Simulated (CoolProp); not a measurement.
Saturated liquid density (kg/m³) of hexamethyldisiloxane (MM): the reference equation beside estimates from Tc = 245.6 °C, pc = 1.931 MPa, ω = 0.418. Rackett uses Z = 0.29056 − 0.08775 ω.

The numbers come from the reference Helmholtz-energy equation of state, Thol 2016 in CoolProp.

```tsv
T (°C)	reference	Rackett	van der Waals	Redlich-Kwong	Soave-Redlich-Kwong	Peng-Robinson
65.25	715.9	789.2	431.5	630.8	669.3	755.9
84.25	694.2	764.5	418.9	608.6	649.1	734.0
103.25	671.5	738.6	405.5	584.7	626.6	709.4
122.25	647.6	711.0	391.0	558.8	601.5	681.8
141.25	622.0	681.5	375.2	530.4	573.1	650.2
160.25	594.2	649.3	357.8	499.0	540.8	613.8
179.25	563.1	613.4	338.2	463.8	(withheld)	571.1
198.25	527.0	(withheld)	(withheld)	423.1	458.5	519.4
```

Q: Some entries are withheld; supply them.

A: 
- 179.25, Soave-Redlich-Kwong: 503.3
- 198.25, Rackett: 571.9
- 198.25, van der Waals: 315.5

Absolute difference from the reference over all 8 rows, mean and median: Rackett 9.6 and 9.7 %, van der Waals 39.8 and 39.7 %, Redlich-Kwong 14.9 and 14.2 %, Soave-Redlich-Kwong 8.4 and 7.5 %, Peng-Robinson 4.1 and 4.9 %.
